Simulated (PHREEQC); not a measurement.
A solution holds 140 mmol/kgw NaHCO3, at 25 °C. Closed to the air; pH follows from the charge balance.

Computed with PHREEQC (ion-association model, wateq4f.dat).

| Item | Value |
|---|---|
| pH | 7.97 |
| ionic strength | 0.135 mol/kgw |
| total alkalinity | 140 meq/kg |

```json
[
 {"species": "Na+", "molality": "0.133", "activity": "0.102", "log γ": "-0.116"},
 {"species": "HCO3-", "molality": "0.130", "activity": "0.1000", "log γ": "-0.113"},
 {"species": "NaHCO3", "molality": "0.00556", "activity": "0.00574", "log γ": "0.013"},
 {"species": "CO2", "molality": "0.00233", "activity": "0.00241", "log γ": "0.013"},
 {"species": "CO3-2", "molality": "0.00125", "activity": "0.000440", "log γ": "-0.453"},
 {"species": "NaCO3-", "molality": "0.00109", "activity": "0.000835", "log γ": "-0.113"},
 {"species": "OH-", "molality": "1.26e-6", "activity": "9.34e-7", "log γ": "-0.132"},
 {"species": "H+", "molality": "1.31e-8", "activity": "1.07e-8", "log γ": "-0.090"}
]
```

Precipitation was switched off in this run.
